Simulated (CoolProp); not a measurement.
Computed with CoolProp (reference Helmholtz-energy equation of state, Wagner 2002).

Question: Give the vapour pressure (bar), enthalpy of vaporisation (kJ/kg), vapour Z of saturated water at 499.2, 517.9, 555.1 K.

Answer: 
```csv
T (K),p (bar),enthalpy of vaporisation (kJ/kg),vapour Z
499.2,26.0,1830,0.868
517.9,36.4,1740,0.835
555.1,66.1,1530,0.753
```
